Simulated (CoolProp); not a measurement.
Vinyl chloride along the isotherm 404.1 K: Z from the reference equation and from simpler models built on Tc = 425.0 K, pc = 5600 kPa, ω = 0.160; each cubic takes its own stable root.

Values from CoolProp's reference Helmholtz-energy equation of state, Thol 2022.

```json
[
 {"p (kPa)": "7000", "phase": "liquid", "reference": "0.1942", "Redlich-Kwong": "___", "Soave-Redlich-Kwong": "0.2235"},
 {"p (kPa)": "14000", "phase": "liquid", "reference": "0.3584", "Redlich-Kwong": "0.3986", "Soave-Redlich-Kwong": "___"},
 {"p (kPa)": "21000", "phase": "liquid", "reference": "0.5137", "Redlich-Kwong": "0.5581", "Soave-Redlich-Kwong": "0.5545"},
 {"p (kPa)": "28000", "phase": "liquid", "reference": "0.6631", "Redlich-Kwong": "0.7101", "Soave-Redlich-Kwong": "___"},
 {"p (kPa)": "35000", "phase": "liquid", "reference": "___", "Redlich-Kwong": "0.8569", "Soave-Redlich-Kwong": "0.8533"},
 {"p (kPa)": "42000", "phase": "liquid", "reference": "___", "Redlich-Kwong": "0.9997", "Soave-Redlich-Kwong": "0.9962"},
 {"p (kPa)": "49000", "phase": "liquid", "reference": "1.087", "Redlich-Kwong": "1.139", "Soave-Redlich-Kwong": "1.136"},
 {"p (kPa)": "56000", "phase": "liquid", "reference": "1.223", "Redlich-Kwong": "1.277", "Soave-Redlich-Kwong": "1.273"}
]
```

Q: Complete the blanks.

A: 
- 7000, Redlich-Kwong: 0.2274
- 14000, Soave-Redlich-Kwong: 0.3950
- 28000, Soave-Redlich-Kwong: 0.7066
- 35000, reference: 0.8079
- 42000, reference: 0.9492
